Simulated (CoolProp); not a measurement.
CHF3 (R23) at several states: fugacity coefficient from the reference equation and from simpler models built on Tc = 299.3 K, pc = 4832 kPa, ω = 0.263; each cubic takes its own stable root.

Values from CoolProp's reference Helmholtz-energy equation of state, Penoncello 2003.

```tsv
T (K)	p (kPa)	phase	reference	Redlich-Kwong	Soave-Redlich-Kwong	Peng-Robinson
275.2	9720	liquid	[?]	[?]	[?]	[?]
389.1	175	gas	0.9949	0.9944	0.9954	0.9944
467	11.8	gas	0.9998	0.9998	0.9999	0.9998
222.3	7830	liquid	[?]	[?]	[?]	[?]
```

**Question.** What belongs in the gaps?

**Answer.** 
- 275.2, reference: 0.2455
- 275.2, Redlich-Kwong: 0.2874
- 275.2, Soave-Redlich-Kwong: 0.2661
- 275.2, Peng-Robinson: 0.2518
- 222.3, reference: 0.06554
- 222.3, Redlich-Kwong: 0.09948
- 222.3, Soave-Redlich-Kwong: 0.06972
- 222.3, Peng-Robinson: 0.06691
